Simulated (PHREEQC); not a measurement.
PHREEQC input (ion-association model, phreeqc.dat):

```
SOLUTION 1
  temp 25
  units mol/kgw
  pH 7 charge
  Cl 0.2
  Mg 0.1
END
SELECTED_OUTPUT 1
  -reset false
  -pH true
  -pe true
  -ionic_strength true
  -water true
  -totals Cl Mg Ntg Oxg
  -molalities H+ Mg+2 Cl- OH- MgOH+
USER_PUNCH 1
  -headings p_Ntg(g) phi_Ntg(g) p_Oxg(g) phi_Oxg(g) p_H2O(g) phi_H2O(g) density
  10 PUNCH PR_P("Ntg(g)"), PR_PHI("Ntg(g)"), PR_P("Oxg(g)"), PR_PHI("Oxg(g)"), PR_P("H2O(g)"), PR_PHI("H2O(g)"), RHO
PRINT
  -reset false
USE solution 1
REACTION_TEMPERATURE 1
  20
GAS_PHASE 1
  -fixed_pressure
  -pressure 200
  -temperature 20
  -volume 20
  Ntg(g) 100
  Oxg(g) 100
  H2O(g) 0
END
# ... the last block is repeated for the other 7 points of T (°C)
```

Selected output (columns that matter, 8 of 8 rows; T (°C) added in front):

```
T (°C)	pH	mu	Cl	Mg	Ntg	Oxg	m_H+	p_Ntg(g)	phi_Ntg(g)	p_Oxg(g)	phi_Oxg(g)	p_H2O(g)	phi_H2O(g)	density
20	6.5337	0.30033	0.20022	0.10011	0.050957	0.088691	3.7264e-07	99.987	0.96936	99.943	0.8697	0.070481	0.37958	1.0151
30	6.3444	0.30051	0.20034	0.10017	0.045334	0.076822	5.7818e-07	99.961	0.98295	99.923	0.88766	0.11584	0.41546	1.0121
40	6.1678	0.30078	0.20052	0.10026	0.041416	0.06864	8.7146e-07	99.925	0.99496	99.89	0.90367	0.18469	0.44974	1.0085
50	6.0028	0.30117	0.20078	0.10039	0.038742	0.063002	1.2797e-06	99.873	1.0056	99.841	0.91795	0.28629	0.48224	1.0043
60	5.8481	0.3017	0.20114	0.10057	0.037014	0.059199	1.8352e-06	99.799	1.0151	99.769	0.93067	0.43244	0.51282	0.99951
70	5.7029	0.30243	0.20162	0.10081	0.036037	0.056781	2.5762e-06	99.696	1.0236	99.666	0.942	0.63774	0.5414	0.99423
80	5.5664	0.3034	0.20227	0.10114	0.03568	0.055452	3.5463e-06	99.554	1.0312	99.526	0.95208	0.91996	0.5679	0.9885
90	5.4378	0.30468	0.20313	0.10156	0.035861	0.055018	4.7955e-06	99.364	1.038	99.336	0.96103	1.3003	0.59227	0.98233
```

Away from 25 °C the constants follow the database's enthalpies or fits; those with neither stay at their 25 °C values.
